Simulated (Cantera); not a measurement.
An isothermal, constant-pressure homogeneous reactor starts with 0.754 % H2, 99.2 % O2, at 1350 K and 0.00188 atm.

Model: GRI-Mech 3.0 (53 species, 325 reactions), integrated in Cantera. Radical loss at walls, strong at low pressure, is not modelled.

x: mole fraction; the columns are a selection and need not sum to one.

```tsv
t (s)	x H2	x O2	x H2O	x O	x OH	x H2O2
2.00e-5	0.00754	0.992	<1e-12	1.45e-11	1.45e-11	<1e-12
6.29e-5	0.00754	0.992	1.16e-12	1.31e-10	1.31e-10	<1e-12
0.000198	0.00754	0.992	2.99e-11	…	1.01e-9	<1e-12
0.000623	0.00754	0.992	5.92e-10	…	5.71e-9	<1e-12
0.00196	0.00754	0.992	8.98e-9	…	2.62e-8	6.30e-12
0.00617	0.00754	0.992	1.60e-7	…	1.82e-7	5.66e-11
0.0194	0.00752	0.992	1.64e-5	…	1.25e-5	4.18e-10
0.0612	0.000106	0.985	0.00676	0.00652	0.00113	1.96e-9
0.192	2.31e-5	0.985	0.00698	0.00674	0.000904	1.34e-9
0.606	2.27e-5	0.985	0.00698	0.00662	0.000896	1.34e-9
1.91	2.15e-5	0.986	0.00700	0.00626	0.000873	1.32e-9
6.00	1.84e-5	0.987	0.00706	…	0.000806	1.26e-9
```

Question: What belongs in the gaps?

Answer: 
- 0.000198, x O: 1.02e-9
- 0.000623, x O: 5.90e-9
- 0.00196, x O: 2.88e-8
- 0.00617, x O: 2.18e-7
- 0.0194, x O: 1.55e-5
- 6.00, x O: 0.00530
